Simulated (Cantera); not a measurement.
A jet of CH₄ : O₂ : N₂ = 0.011 : 0.052 : 0.79 (molar parts) at 300 K and 0.0217 atm hits a platinum plate 8 cm away at a mass flux of 0.04 kg/m²/s; the plate temperature is set and raised in steps from an oxygen-covered start.

Detailed kinetics in Cantera: Deutschmann's 1995 Pt surface mechanism with GRI-Mech 3.0 gas chemistry. Catalytic surfaces can have several steady states; this one follows from the mechanism file's or the stated starting coverage.

x: mole fraction at the wall; θ: surface coverage.

```tsv
plate T (K)	wall x CH₄	wall x O₂	wall x H₂O	wall x OH	wall x CO	wall x CO₂	θ free Pt	θ O*
950	0.00674	0.0479	0.0114	…	4.87e-6	0.00751	0.400	0.600
1000	0.00550	0.0453	0.0137	…	5.52e-6	0.00902	0.480	0.520
1050	0.00456	0.0433	0.0154	…	6.30e-6	0.0102	0.555	0.444
1100	0.00386	0.0419	0.0167	…	7.31e-6	0.0110	0.625	0.374
1150	0.00335	0.0408	0.0176	…	8.68e-6	0.0116	0.690	0.310
1200	0.00297	0.0400	0.0182	…	1.06e-5	0.0120	0.746	0.253
1250	0.00270	0.0395	0.0187	…	1.32e-5	0.0123	0.796	0.204
```

Q: Complete the blanks.

A: 
- 950, wall x OH: 9.19e-8
- 1000, wall x OH: 2.48e-7
- 1050, wall x OH: 5.94e-7
- 1100, wall x OH: 1.28e-6
- 1150, wall x OH: 2.54e-6
- 1200, wall x OH: 4.69e-6
- 1250, wall x OH: 8.12e-6
